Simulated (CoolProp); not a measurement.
Vapour-liquid equilibrium of R22 (1) + c-C4F8 (RC318) (2) at 248.1 K; x and y are mole fractions of (1).

Model: multi-fluid Helmholtz-energy mixture model, Kamei 1995 and Platzer 1990; pair parameters Bell 2016, in CoolProp. This equation is an older, rougher fit; its heat capacities, sound speeds and derivatives of the liquid may be far off and weren't checked against measurements.

```json
[
 {"x": "0.05", "bubble pressure (bar)": "0.4820", "y at the bubble point": "0.160", "dew pressure at overall composition x (bar)": "0.4422", "liquid density (mol/L)": "8.627"},
 {"x": "0.125", "bubble pressure (bar)": "0.6248", "y at the bubble point": "0.414", "dew pressure at overall composition x (bar)": "0.4682", "liquid density (mol/L)": "8.973"},
 {"x": "0.2", "bubble pressure (bar)": "0.8293", "y at the bubble point": "0.607", "dew pressure at overall composition x (bar)": "0.4989", "liquid density (mol/L)": "9.334"},
 {"x": "0.275", "bubble pressure (bar)": "1.064", "y at the bubble point": "0.728", "dew pressure at overall composition x (bar)": "0.5355", "liquid density (mol/L)": "9.714"},
 {"x": "0.35", "bubble pressure (bar)": "1.291", "y at the bubble point": "0.800", "dew pressure at overall composition x (bar)": "0.5795", "liquid density (mol/L)": "10.12"},
 {"x": "0.425", "bubble pressure (bar)": "1.484", "y at the bubble point": "0.844", "dew pressure at overall composition x (bar)": "0.6332", "liquid density (mol/L)": "10.55"},
 {"x": "0.5", "bubble pressure (bar)": "1.630", "y at the bubble point": "0.871", "dew pressure at overall composition x (bar)": "0.7001", "liquid density (mol/L)": "11.01"},
 {"x": "0.575", "bubble pressure (bar)": "1.733", "y at the bubble point": "0.889", "dew pressure at overall composition x (bar)": "0.7857", "liquid density (mol/L)": "11.52"},
 {"x": "0.65", "bubble pressure (bar)": "1.802", "y at the bubble point": "0.901", "dew pressure at overall composition x (bar)": "0.8991", "liquid density (mol/L)": "12.08"},
 {"x": "0.725", "bubble pressure (bar)": "1.852", "y at the bubble point": "0.911", "dew pressure at overall composition x (bar)": "1.057", "liquid density (mol/L)": "12.70"},
 {"x": "0.8", "bubble pressure (bar)": "1.896", "y at the bubble point": "0.922", "dew pressure at overall composition x (bar)": "1.289", "liquid density (mol/L)": "13.40"},
 {"x": "0.875", "bubble pressure (bar)": "1.940", "y at the bubble point": "0.938", "dew pressure at overall composition x (bar)": "1.652", "liquid density (mol/L)": "14.19"},
 {"x": "0.95", "bubble pressure (bar)": "1.986", "y at the bubble point": "0.967", "dew pressure at overall composition x (bar)": "1.964", "liquid density (mol/L)": "15.08"}
]
```

No azeotrope shows between x = 0.05 and 0.95.

Pair parameters are fitted to limited data, so mixtures are less certain than the pure fluids. The gap from Raoult's law changes sign with composition, which may be real or a fault of the pair parameters; it wasn't checked against measurements.
